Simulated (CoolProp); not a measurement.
R1234ze(E) along the isobar 4.39 MPa: density (kg/m³) from the reference equation and from simpler models built on Tc = 382.5 K, pc = 3.635 MPa, ω = 0.313; each cubic takes its own stable root.

The numbers come from the reference Helmholtz-energy equation of state, Thol 2016 in CoolProp.

```
T (K)          phase  reference
-----  -------------  ---------
259.4         liquid       1291
270.1         liquid       1263
280.8         liquid       1233
291.5         liquid       1202
302.2         liquid       1170
312.9         liquid       1135
323.6         liquid       1099
334.3         liquid       1059
345.1         liquid       1014
355.8         liquid      962.9
366.5         liquid      901.7
377.2         liquid      820.0
387.9  supercritical      671.4
398.6  supercritical      339.9
409.3  supercritical      263.0
420    supercritical      228.3
```

How far does each simpler model (van der Waals, Redlich-Kwong, Peng-Robinson) lie from the reference over these 16 states: mean and median of the absolute difference, and the worst?


- van der Waals: mean 32.2 %, median 37.7 %, worst -39.2 % at 259.4 K and 4.39 MPa
- Redlich-Kwong: mean 13.7 %, median 14.3 %, worst -20.0 % at 377.2 K and 4.39 MPa
- Peng-Robinson: mean 3.3 %, median 2.0 %, worst -14.0 % at 387.9 K and 4.39 MPa
